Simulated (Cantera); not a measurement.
A Cantera script and what it prints.

```python
import numpy as np
import cantera as ct

gas_names = """
    H HO2 H2 H2O H2O2 O OH O2 O3 Si SiH SiH2 SiH3 SiH4 SiO SiO2 Si2 Si3
""".split()
cond_names = """
    H2O(s) H2O(L) Si(cr) Si(L) SiO2(Lqz) SiO2(hqz) SiO2(L)
""".split()


# ... load() reads the species with a 1 bar reference pressure and builds the phases ...
atoms = {
    'Si': {'Si': 1},
    'O2': {'O': 2},
    'H2': {'H': 2},
}
top_T = {}  # K; cautious upper limits of use, not melting points


# ... equilibrate(T, P, feed) seeds the gas with the atoms and calls Mixture.equilibrate('TP', solver="vcs", rtol=1e-11, max_steps=5000) ...
results = []
feed = {'Si': 1, 'O2': 0.27, 'H2': 120}  # mol
P = 6.5  # Pa
for T in [998, 1048, 1098, 1148, 1198, 1248, 1298, 1348, 1398, 1448, 1498, 1548, 1598, 1648]:
    mix = equilibrate(T, P, feed)
    results.append((T, P, feed, dict(zip(mix.species_names, mix.species_moles))))

top = {s: max(r[3][s] / sum(r[3][g] for g in gas_names) for r in results) for s in gas_names}
cols = sorted((s for s in top if top[s] > 1e-06), key=lambda s: -top[s])[:8]
seen = [c for c in cond_names if any(r[3].get(c, 0) > 1e-12 for r in results)]
print("log10 of partial pressures in bar; condensed amounts in mol")
print(f"{'T/K':>10s}" + "".join(f"{s[:9]:>10s}" for s in cols + seen))
for T, P, feed, n in results:
    ng = sum(n[g] for g in gas_names)
    print(f"{T:10.4g}" + "".join(f"{np.log10(max(n[s] / ng * P / 1e5, 1e-99)):10.3f}" for s in cols)
          + "".join(f"{n.get(c, 0):10.4g}" for c in seen))
```

It prints:

```
log10 of partial pressures in bar; condensed amounts in mol
       T/K        H2         H       SiO        Si       SiH       Si2      SiH2       Si3    Si(cr) SiO2(hqz)
       998    -4.187   -10.761    -9.320   -15.798   -16.041   -21.057   -14.240   -22.514    0.7296    0.2696
      1048    -4.187   -10.206    -8.453   -14.680   -15.114   -19.599   -13.637   -20.950    0.7268    0.2668
      1098    -4.187    -9.700    -7.667   -13.665   -14.273   -18.276   -13.089   -19.531    0.7101    0.2501
      1148    -4.188    -9.239    -6.951   -12.739   -13.505   -17.069   -12.589   -18.237    0.6265    0.1665
      1198    -4.189    -8.816    -6.536   -11.890   -12.803   -15.964   -12.132   -17.054      0.46         0
      1248    -4.189    -8.425    -6.536   -11.110   -12.157   -14.948   -11.710   -15.967      0.46         0
      1298    -4.189    -8.065    -6.536   -10.391   -11.562   -14.011   -11.321   -14.965    0.4599         0
      1348    -4.189    -7.730    -6.536    -9.726   -11.011   -13.145   -10.960   -14.039    0.4596         0
      1398    -4.189    -7.420    -6.536    -9.108   -10.501   -12.341   -10.626   -13.181    0.4585         0
      1448    -4.190    -7.130    -6.536    -8.534   -10.026   -11.594   -10.315   -12.384    0.4543         0
      1498    -4.190    -6.860    -6.536    -7.998    -9.584   -10.898   -10.026   -11.641    0.4406         0
      1548    -4.191    -6.607    -6.537    -7.498    -9.170   -10.247    -9.755   -10.948    0.3991         0
      1598    -4.193    -6.370    -6.538    -7.029    -8.784    -9.638    -9.503   -10.299     0.281         0
      1648    -4.195    -6.148    -6.540    -6.620    -8.453    -9.129    -9.298    -9.785         0         0
```

Equilibrium computed with Cantera from the NASA thermochemical tables; the gas is ideal and each condensed phase is pure. Mutual solubility and eutectic melting of coexisting phases are not modelled. The tables hold silica as quartz up to 1696 K and as liquid above; real silica turns to tridymite and cristobalite and melts near 1996 K.
